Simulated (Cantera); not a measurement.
**Thermodynamics of hydrogen reduction and annealing atmospheres, feed PbS + H2 + N2**

Input: 1 mol PbS, 600 mol H2, 0.39 mol N2.

Equilibrium computed with Cantera from the NASA thermochemical tables; the gas is ideal and each condensed phase is pure. Candidate condensed phases: Pb, PbS, S; 18 gas species. Rates play no part.

Map the stable condensed phases over T = 750, 825, 900, 975, 1050, 1125, 1200, 1275, 1350, 1425, 1500, 1575, 1650, 1725 K and P in Pa = 10, 68, 460, 3200, 22000, 150000, 1000000.


```
T in K \ P in Pa
              10      68     460    3200   22000  150000 1000000
   1725        A       A       A       A       A       A       A
   1650        A       A       A       A       A       A       A
   1575        A       A       A       A       A       A       A
   1500        A       A       A       A       A       A       A
   1425        A       A       A       A       A       A       B
   1350        A       A       A       A       A       A       B
   1275        A       A       A       A       A       B       B
   1200        A       A       A       A       A       B       B
   1125        A       A       A       A       B       B       B
   1050        A       A       A       A       B       B       B
    975        A       A       A       B       B       B       B
    900        A       A       B       B       B       B       B
    825        A       B       B       B       B       B       B
    750        C       C       C       C       C       C       C
```
A: gas only; B: Pb; C: Pb + PbS.
